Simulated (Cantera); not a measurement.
Input (Python, Cantera):

```python
import numpy as np
import cantera as ct

gas = ct.Solution("h2o2.yaml")
gas.TPX = 675, 100000, {'H2': 1, 'O2': 0.926, 'N2': 3.48, 'H2O': 1.1}
flame = ct.FreeFlame(gas, width=0.04)
flame.set_refine_criteria(ratio=3, slope=0.08, curve=0.16)
flame.transport_model = "mixture-averaged"
flame.solve(loglevel=0, auto=True)
z, T = flame.grid, flame.T
thick = (T[-1] - T[0]) / np.gradient(T, z).max()
show = ['H2', 'O2', 'H2O', 'H2O2', 'OH', 'O']
print(f"laminar burning velocity  {flame.velocity[0] * 100:.3f} cm/s")
print(f"burnt temperature         {T[-1]:.1f} K")
print(f"thermal thickness         {thick * 1e3:.4f} mm")
print(f"grid points               {len(z)}")
z0 = z[flame.heat_release_rate.argmax()]
print(f"{'z/mm':>9s}{'T/K':>9s}{'u/(m/s)':>9s}" + "".join(f"{s:>11s}" for s in show))
rows = []
for k in (-3, -2, -1.5, -1, -0.5, -0.25, 0, 0.25, 0.5, 1, 2, 4, 8):
    zz = z0 + k * thick
    rows.append([k * thick, np.interp(zz, z, T), np.interp(zz, z, flame.velocity),
                 *(np.interp(zz, z, flame.X[gas.species_index(s)]) for s in show)])
    print(f"{rows[-1][0] * 1e3:9.3f}{rows[-1][1]:9.1f}{rows[-1][2]:9.3f}" + "".join(f"{x:11.3e}" for x in rows[-1][3:]))
```

It prints:

```
laminar burning velocity  239.584 cm/s
burnt temperature         1744.2 K
thermal thickness         0.4286 mm
grid points               104
     z/mm      T/K  u/(m/s)         H2         O2        H2O       H2O2         OH          O
   -1.286    675.0    2.395  1.534e-01  1.424e-01  1.691e-01  6.787e-10  1.612e-14  2.992e-13
   -0.857    675.1    2.393  1.524e-01  1.425e-01  1.694e-01  1.242e-08  1.326e-12  2.454e-11
   -0.643    675.5    2.388  1.500e-01  1.429e-01  1.699e-01  1.230e-07  6.872e-11  1.229e-09
   -0.429    679.4    2.384  1.428e-01  1.440e-01  1.719e-01  1.783e-06  8.230e-09  6.874e-08
   -0.214    756.2    2.588  1.149e-01  1.444e-01  1.857e-01  3.455e-05  5.138e-05  1.708e-05
   -0.107    953.3    3.204  8.384e-02  1.349e-01  2.161e-01  3.826e-05  4.598e-04  2.848e-04
    0.000   1212.3    4.030  4.764e-02  1.125e-01  2.633e-01  1.380e-05  1.784e-03  1.656e-03
    0.107   1403.0    4.646  2.240e-02  9.076e-02  3.014e-01  6.032e-06  4.261e-03  3.205e-03
    0.214   1513.1    4.999  1.184e-02  8.029e-02  3.193e-01  3.749e-06  5.952e-03  3.468e-03
    0.429   1618.6    5.330  5.881e-03  7.470e-02  3.316e-01  1.958e-06  6.323e-03  2.492e-03
    0.857   1689.3    5.545  2.696e-03  7.299e-02  3.391e-01  9.877e-07  4.899e-03  1.165e-03
    1.714   1723.6    5.647  9.642e-04  7.265e-02  3.432e-01  4.909e-07  3.106e-03  4.151e-04
    3.429   1737.1    5.686  2.992e-04  7.277e-02  3.450e-01  2.310e-07  1.801e-03  1.319e-04
```

Cantera simulation using the H2/O2 subset of GRI-Mech 3.0, which has no nitrogen chemistry; the numbers are that mechanism's predictions, not measurements. Burning velocities carry a grid error of a few per cent, more on coarse grids. Lean hydrogen flames are cellular in practice and burn faster than this planar one.
